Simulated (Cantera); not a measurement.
A closed system holds: 1 mol CH3F, 0.053 mol H2, equilibrated at 14.0 mbar.

Method: chemical equilibrium by Gibbs-energy minimisation in Cantera with the NASA 1993 tables (ideal gas, pure condensed phases). Candidate condensed phases: C, C6H6, C7H8, C8H18; 95 gas species. Equilibrium is a limit: real reactors are often held back by kinetics, nucleation or transport.

Task: What share of the C ends up in condensed phases as a function of T (K), at 1623, 1723, 1823, 1923, 2023, 2123, 2223, 2323, 2423, 2523, 2623, 2723, 2823, 2923?

Result: 
| T (K) | C condensed (%) | as |
|---|---|---|
| 1623 | 100.0 | C(graphite) |
| 1723 | 100.0 | C(graphite) |
| 1823 | 100.0 | C(graphite) |
| 1923 | 99.9 | C(graphite) |
| 2023 | 99.8 | C(graphite) |
| 2123 | 99.7 | C(graphite) |
| 2223 | 99.4 | C(graphite) |
| 2323 | 99.0 | C(graphite) |
| 2423 | 98.5 | C(graphite) |
| 2523 | 97.8 | C(graphite) |
| 2623 | 96.8 | C(graphite) |
| 2723 | 95.2 | C(graphite) |
| 2823 | 92.2 | C(graphite) |
| 2923 | 84.5 | C(graphite) |
